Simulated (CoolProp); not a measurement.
Vapour-liquid equilibrium of cyclohexane (1) + n-nonane (2) at 132.85 °C; x and y are mole fractions of (1).

Values from CoolProp's multi-fluid Helmholtz-energy mixture model, Zhou 2014 and Lemmon 2006; pair parameters Bell 2016.

**Question.** Give the bubble pressure and the first vapour's composition at x = 0.35, 0.5, 0.8. Is there an azeotrope?

**Answer.** x = 0.35: 1.670 bar, y = 0.742; x = 0.5: 2.132 bar, y = 0.840; x = 0.8: 3.143 bar, y = 0.956. No azeotrope shows between x = 0.05 and 0.95.

Pair parameters are fitted to limited data, so mixtures are less certain than the pure fluids.
